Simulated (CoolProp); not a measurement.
Saturation properties of ethane.

Computed with CoolProp (reference Helmholtz-energy equation of state, Bücker 2006).

| T (°C) | p (MPa) | vapour density (kg/m³) |
|---|---|---|
| -122.35 | 0.01032 | 0.2490 |
| -116.45 | 0.01666 | 0.3879 |
| -110.55 | 0.02587 | 0.5825 |
| -104.75 | 0.03856 | 0.8420 |
| -98.85 | 0.05614 | 1.191 |
| -92.95 | 0.07954 | 1.643 |
| -87.15 | 0.1094 | 2.205 |
| -81.25 | 0.1480 | 2.919 |
| -75.45 | 0.1955 | 3.780 |
| -69.55 | 0.2549 | 4.843 |
| -63.65 | 0.3270 | 6.120 |
| -57.85 | 0.4120 | 7.613 |
| -51.95 | 0.5142 | 9.406 |
| -46.05 | 0.6342 | 11.51 |

It boils at -88.6 °C under 1 atm.
